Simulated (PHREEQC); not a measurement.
1 kg of water holding 23 mmol/kgw KCl, 5.4 mmol/kgw MgBr2 and 0.56 mmol/kgw CaSO4 is evaporated at 20 °C; the solids stay in contact with the brine. No CO2 enters from the air. The run lets Arcanite, Bischofite, Brucite, Carnallite, Epsomite, Gypsum, Anhydrite, Hexahydrite, Kainite, Kieserite, Leonite, Misenite, Polyhalite, Portlandite, Schoenite, Sylvite, Syngenite, MgCl2_4H2O precipitate or redissolve, and no other solid.

The numbers come from PHREEQC with the Pitzer model, pitzer.dat.

```tsv
water left (kg)	ionic strength	water activity	Sylvite (mol)	Gypsum (mol)	Br in solution (mol/kgw)	Mg in solution (mol/kgw)	Cl in solution (mol/kgw)
1	0.0414	0.999	0	0	0.0108	0.00540	0.0230
0.8219	0.0504	0.999	0	0	0.0131	0.00657	0.0280
0.5552	0.0746	0.998	0	0	0.0195	0.00973	0.0414
0.4563	0.0908	0.998	0	0	0.0237	0.0118	0.0504
0.3082	0.134	0.997	0	0	0.0350	0.0175	0.0746
0.2533	0.164	0.996	0	0	0.0426	0.0213	0.0908
0.1711	0.242	0.994	0	0	0.0631	0.0316	0.134
0.1407	0.295	0.993	0	0	0.0768	0.0384	0.164
0.1156	0.358	0.991	0	0	0.0934	0.0467	0.199
0.07809	0.531	0.987	0	0	0.138	0.0692	0.295
0.06418	0.646	0.984	0	0	0.168	0.0841	0.358
0.04335	0.956	0.977	0	0	0.249	0.125	0.531
0.03564	1.16	0.971	0	0	0.303	0.152	0.645
0.0293	1.41	0.965	0	0	0.369	0.184	0.785
0.01979	2.09	0.947	0	0	0.546	0.273	1.16
0.01627	2.55	0.935	0	0	0.664	0.332	1.41
0.01099	3.77	0.899	0	0	0.982	0.491	2.09
0.00903	4.59	0.873	0	0	1.20	0.598	2.55
0.006088	6.71	0.799	0	0.000143	1.77	0.887	3.78
0.005004	7.24	0.779	0.00427	0.000241	2.16	1.08	3.74
```

Gypsum from water left = 0.007425 kg; Sylvite from water left = 0.005004 kg.
